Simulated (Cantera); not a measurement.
Input: 1 mol (CH3)2SiCl2, 0.12 mol C2H4, 9.9 mol H2, held at 2350 K and 0.130 bar.

Equilibrium computed with Cantera from the NASA thermochemical tables; the gas is ideal and each condensed phase is pure. Candidate condensed phases: C, C6H6, C7H8, C8H18, Si, SiC; 109 gas species. The feed counts by its element totals alone. The tables' values for SiCl, SiCl3 are old estimates; treat these amounts as uncertain. Gases not in the tables: Si2H6 and higher silanes. Equilibrium is a limit: real reactors are often held back by kinetics, nucleation or transport.

Base state: H2 0.828, HCl 0.124, H 0.0315, SiCl2 0.00514, C2H2 (acetylene) 0.00457, Cl 0.00338, Si 0.00182, SiCl 0.000632 (mole fractions); condensed: C(graphite) + SiC(s).

Question: What changes in the equilibrium state with this change: H2 from 9.9 to 120 mol?

Answer: 
```csv
species,before,after
H2,0.828,0.943
H,0.0315,0.0336
HCl,0.124,0.0152
SiCl2,0.00514,6.74e-5
Si,0.00182,0.00182
SiCl3,2.05e-5,3.09e-8
SiCl,0.000632,7.24e-5
Cl,0.00338,0.000388
"C(graphite), mol",1.22,0.180
"SiC(s), mol",0.877,0.630
```
The tables' values for SiCl are old estimates; treat these amounts as uncertain.

Question: What changes in the equilibrium state with this change: H2 from 9.9 to 36 mol?

Answer: 
```tsv
species	before	after
H2	0.828	0.911
HCl	0.124	0.0460
H	0.0315	0.0330
SiCl2	0.00514	0.000641
Si	0.00182	0.00182
SiCl3	2.05e-5	9.05e-7
Cl	0.00338	0.00120
SiCl	0.000632	0.000223
CH4	1.73e-5	2.10e-5
CH3	1.23e-5	1.42e-5
C(graphite), mol	1.22	0.940
SiC(s), mol	0.877	0.851
```
The tables' values for SiCl are old estimates; treat these amounts as uncertain.

Question: What changes in the equilibrium state with this change: temperature from 2350 K to 2623.15 K?

Answer: 
| species | before | after |
|---|---|---|
| H2 | 0.828 | 0.721 |
| HCl | 0.124 | 0.102 |
| H | 0.0315 | 0.0992 |
| Si | 0.00182 | 0.0277 |
| SiC2 | 0.000297 | 0.0101 |
| C2H2 (acetylene) | 0.00457 | 0.0128 |
| Si3 | 1.90e-7 | 1.45e-5 |
| C3 | 3.18e-7 | 2.37e-5 |
| SiC | 3.70e-7 | 2.30e-5 |
| Si2 | 6.30e-6 | 0.000277 |
| Si2C | 0.000172 | 0.00535 |
| C(graphite), mol | 1.22 | 1.38 |
| SiC(s), mol | 0.877 | 0.0412 |
